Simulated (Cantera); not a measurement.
A closed system holds: 1 mol SiH4, a varied amount of HCl, 59 mol H2, at 1675 °C and 1600 Pa.

These are equilibrium values from Cantera (NASA tables, ideal gas, pure condensed phases), not measurements of a reactor. Candidate condensed phases: Si; 19 gas species. The tables' values for SiCl are old estimates; treat these amounts as uncertain. Gases not in the tables: Si2H6 and higher silanes. Rates play no part.

x: gas mole fraction; n: condensed amount in mol.

```
n(HCl) (mol)   x H2    x HCl      x H     x Si     x SiCl2    x SiCl  n Si(l)
------------  -----  -------  -------  -------  ----------  --------  -------
0.19          0.986  0.00300  0.00887  0.00145  (withheld)   2.13e-5    0.892
0.24          0.986  0.00377  0.00887  0.00145  (withheld)   2.68e-5    0.891
0.32          0.984  0.00499  0.00886  0.00145  (withheld)   3.55e-5    0.889
0.41          0.983  0.00634  0.00886  0.00145  (withheld)   4.51e-5    0.885
0.54          0.981  0.00825  0.00885  0.00145  (withheld)   5.88e-5    0.880
0.7           0.978   0.0106  0.00884  0.00145  (withheld)   7.53e-5    0.872
0.91          0.975   0.0135  0.00882  0.00145  (withheld)   9.63e-5    0.858
1.2           0.971   0.0174  0.00880  0.00145  (withheld)  0.000124    0.836
1.5           0.967   0.0212  0.00878  0.00145  (withheld)  0.000152    0.809
```

**Question.** What belongs in the gaps?

**Answer.** 
- 0.19, x SiCl2: 2.32e-5
- 0.24, x SiCl2: 3.67e-5
- 0.32, x SiCl2: 6.44e-5
- 0.41, x SiCl2: 0.000104
- 0.54, x SiCl2: 0.000177
- 0.7, x SiCl2: 0.000290
- 0.91, x SiCl2: 0.000474
- 1.2, x SiCl2: 0.000790
- 1.5, x SiCl2: 0.00118
